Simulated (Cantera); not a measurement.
**Boron, boron nitride and boron oxide: B₂O₃ + H₂ + N₂**

A closed system holds: 1 mol B₂O₃, 23 mol H₂, a varied amount of N₂, at 577 °C and 45.0 mbar.

Cantera equilibrium calculation (NASA polynomials, part measured and part estimated; ideal gas, pure solids and liquids). Candidate condensed phases: B, BN, B₂O₃, B₃O₃H₃, H₂O; 39 gas species. N₂ is the only nitrogen source here; it is nearly inert below about 1500 K, so the nitride shown seldom forms there in practice. Kinetics and transport are ignored.

| n(N₂) (mol) | x H₂ | x N₂ | x H₂O | x NH₃ | x (HBO₂)₃ | x HBO₂ | n BN(s) | n B₂O₃(l) |
|---|---|---|---|---|---|---|---|---|
| 2.7 | 0.894 | 0.105 | 0.00151 | 2.28e-5 | 8.24e-7 | 1.15e-7 | 0.0259 | 0.987 |
| 4.3 | 0.841 | 0.157 | 0.00163 | 2.55e-5 | 9.22e-7 | 1.20e-7 | 0.0297 | 0.985 |
| 6.9 | 0.768 | 0.230 | 0.00169 | 2.70e-5 | 9.74e-7 | 1.22e-7 | 0.0337 | 0.983 |
| 11 | 0.675 | 0.323 | 0.00166 | 2.63e-5 | 9.51e-7 | 1.21e-7 | 0.0377 | 0.981 |
| 18 | 0.560 | 0.439 | 0.00153 | 2.32e-5 | 8.36e-7 | 1.16e-7 | 0.0418 | 0.979 |
| 28 | 0.450 | 0.549 | 0.00132 | 1.87e-5 | 6.74e-7 | 1.08e-7 | 0.0450 | 0.977 |
| 45 | 0.337 | 0.662 | 0.00106 | 1.33e-5 | 4.81e-7 | 9.64e-8 | 0.0479 | 0.976 |
| 72 | 0.241 | 0.758 | 0.000790 | 8.62e-6 | 3.11e-7 | 8.34e-8 | 0.0501 | 0.975 |
| 110 | 0.172 | 0.827 | 0.000581 | 5.44e-6 | 1.96e-7 | 7.15e-8 | 0.0515 | 0.974 |
| 180 | 0.113 | 0.887 | 0.000390 | 2.98e-6 | 1.08e-7 | 5.86e-8 | 0.0527 | 0.974 |
x: gas mole fraction; n: condensed amount in mol.

From 2.7 mol N₂ to 180 mol N₂ the condensed part is BN(s) + B₂O₃(l). The main B-bearing gas is (HBO₂)₃ throughout.
